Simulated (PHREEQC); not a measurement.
3.9 g of hydrous ferric oxide (600 m²/g; 0.2 weak and 0.005 strong sites per Fe, Dzombak-Morel constants, diffuse double layer) in 1 kg of water with 0.3 mol/kgw of an inert sodium salt and 1.1e-05 mol/kgw Ag2SO4, at 25 °C; the pH is set by adding NaOH or the inert anion's acid. O2 is buffered at 0.21 atm. The system is closed to CO2. Precipitation was switched off in this run.

The series has 13 steps of pH, from 3 to 9.

Model: ion-association model, wateq4f.dat, run in PHREEQC.

Question: Near which pH is half of the S sorbed, and on which side is more sorbed?

Answer: Near pH 6.6, with more sorbed at lower pH.

Question: Near which pH is half of the Ag sorbed, and on which side is more sorbed?

Answer: Near pH 5.8, with more sorbed at higher pH.

The oxide is taken as insoluble; below pH 4 it would dissolve.
